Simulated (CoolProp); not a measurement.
Vapour pressure (MPa) of ammonia: the reference equation beside estimates from Tc = 405.6 K, pc = 11.36 MPa, ω = 0.256.

Values from CoolProp's reference Helmholtz-energy equation of state, Gao 2020.

| T (K) | reference | Redlich-Kwong | Peng-Robinson |
|---|---|---|---|
| 233.1 | 0.07144 | 0.1460 | 0.07051 |
| 239.8 | 0.1012 | 0.1992 | 0.09999 |
| 246.6 | 0.1408 | 0.2673 | 0.1394 |
| 253.3 | 0.1913 | 0.3504 | 0.1896 |
| 260.1 | 0.2563 | 0.4532 | 0.2544 |
| 266.8 | 0.3364 | 0.5750 | 0.3342 |
| 273.6 | 0.4365 | 0.7218 | 0.4341 |
| 280.3 | 0.5566 | 0.8916 | 0.5541 |
| 287.1 | 0.7031 | 1.092 | 0.7007 |
| 293.9 | 0.8778 | 1.322 | 0.8756 |
| 300.6 | 1.081 | 1.581 | 1.079 |
| 307.4 | 1.321 | 1.879 | 1.320 |

Absolute difference from the reference over all 12 rows, mean and median: Redlich-Kwong 70.2 and 68.1 %, Peng-Robinson 0.6 and 0.6 %.
